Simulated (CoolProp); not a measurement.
Vapour-liquid equilibrium of ethanol (1) + isohexane (2) at 820 kPa; x and y are mole fractions of (1).

Computed with CoolProp (multi-fluid Helmholtz-energy mixture model, Schroeder 2014 and Lemmon 2006; pair parameters Bell 2016).

```csv
x,"bubble temperature, mixture model (K)","bubble temperature, Raoult's law (K)","y, mixture model","y, Raoult's law"
0.05,412.0,417.9,0.131,0.052
0.125,406.4,417.8,0.258,0.130
0.2,403.3,417.6,0.338,0.208
0.275,401.7,417.4,0.391,0.284
0.35,400.8,417.3,0.429,0.360
0.425,400.5,417.1,0.458,0.436
0.5,400.4,417.0,0.483,0.511
0.575,400.6,416.8,0.507,0.585
0.65,401.1,416.7,0.535,0.659
0.725,402.1,416.6,0.572,0.733
0.8,403.8,416.5,0.627,0.806
0.875,406.7,416.3,0.714,0.879
0.95,411.6,416.2,0.857,0.952
```

The largest gap from Raoult's law is -16.6 K in bubble temperature, at x = 0.425. y crosses x between x = 0.425 and 0.5: the model has an azeotrope there.

Pair parameters are fitted to limited data, so mixtures are less certain than the pure fluids.
